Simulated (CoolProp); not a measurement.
The fluoroketone C6F12O (FK-5-1-12) at 368.19 K and 0.273 MPa is throttled through a valve to 0.0356 MPa with no heat exchange. Each further row changes one setting.

The numbers come from the reference Helmholtz-energy equation of state, McLinden 2015 in CoolProp.

```
case                        temperature change (K)  final density (kg/m³)
--------------------------  ----------------------  ---------------------
as stated                                        ?                      ?
outlet pressure 0.0107 MPa                       ?                      ?
outlet pressure 0.0463 MPa                       ?                      ?
```

### Question
Some entries are withheld; supply them.

### Answer

- as stated, temperature change (K): -3.8
- as stated, final density (kg/m³): 3.76
- outlet pressure 0.0107 MPa, temperature change (K): -4.2
- outlet pressure 0.0107 MPa, final density (kg/m³): 1.12
- outlet pressure 0.0463 MPa, temperature change (K): -3.6
- outlet pressure 0.0463 MPa, final density (kg/m³): 4.91
